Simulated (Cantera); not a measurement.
A Cantera script and what it prints.

```python
import numpy as np
import cantera as ct

gas_names = """
    B BH BH2 BH3 BN B2 H H2 N NH NH2 NH3 N2 N2H2 N2H4
""".split()
cond_names = """
    B(b) B(L) BN(s)
""".split()


# ... load() reads the species with a 1 bar reference pressure and builds the phases ...
atoms = {
    'borazine': {'B': 3, 'N': 3, 'H': 6},
    'N2': {'N': 2},
}
top_T = {'BN(s)': 3200}  # K; cautious upper limits of use, not melting points


# ... equilibrate(T, P, feed) seeds the gas with the atoms and calls Mixture.equilibrate('TP', solver="vcs", rtol=1e-11, max_steps=5000) ...
results = []
feed = {'borazine': 1, 'N2': 7}  # mol
T = 1898  # K
P = 1100  # Pa
mix = equilibrate(T, P, feed)
results.append((T, P, feed, dict(zip(mix.species_names, mix.species_moles))))
x = sorted(zip(gas.X, gas.species_names), reverse=True)
print(f"T = {T:g} K  P = {P:g} Pa  gas = {mix.phase_moles(0):.4g} mol")
print("   x: " + "  ".join(f"{s} {v:.3e}" for v, s in x if v > 0.001))
print("   condensed (mol): " + ("  ".join(f"{mix.phase(i).name} {mix.phase_moles(i):.4g}"
      for i in range(1, mix.n_phases) if mix.phase_moles(i) > 1e-12) or "none"))
```

It prints:

```
T = 1898 K  P = 1100 Pa  gas = 10.02 mol
   x: N2 6.986e-01  H2 2.974e-01  H 4.064e-03
   condensed (mol): BN(s) 3
```

These are equilibrium values from Cantera (NASA tables, ideal gas, pure condensed phases), not measurements of a reactor. The feed counts by its element totals alone.
